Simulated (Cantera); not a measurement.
Charge: 1 mol Si(CH3)4, 0.66 mol C2H4, 600 mol H2, equilibrated at 2298.15 K.

Equilibrium computed with Cantera from the NASA thermochemical tables; the gas is ideal and each condensed phase is pure. Candidate condensed phases: C, C6H6, C7H8, C8H18, Si, SiC; 87 gas species. Gases not in the tables: Si2H6 and higher silanes. The numbers say what is thermodynamically allowed, not how fast it happens.

x: gas mole fraction; n: condensed amount in mol.

```csv
P (Pa),x H2,x H,x C2H2 (acetylene),x Si,x CH4,x SiC2,n C(graphite),n SiC(s)
100,0.735,0.260,0.00315,0.00124,1.16e-7,0.000171,0.547,0
320,0.840,[?],0.00359,0.00130,[?],0.000179,[?],0
1000,0.903,0.0911,0.00387,0.00131,1.75e-6,0.000180,0.103,0
3200,0.942,[?],0.00403,0.00126,[?],0.000173,[?],0
10000,0.965,0.0298,0.00408,0.00112,1.99e-5,0.000152,0,0
32000,0.979,0.0168,0.00375,0.000432,6.23e-5,5.31e-5,0,0.561
100000,0.986,0.00952,0.00354,0.000143,0.000191,1.64e-5,0,0.812
```

**Question.** What belongs in the gaps?

**Answer.** 
- 3200, x H: 0.0520
- 3200, x CH4: 6.11e-6
- 3200, n C(graphite): 0.00244
- 320, x H: 0.155
- 320, x CH4: 4.85e-7
- 320, n C(graphite): 0.268
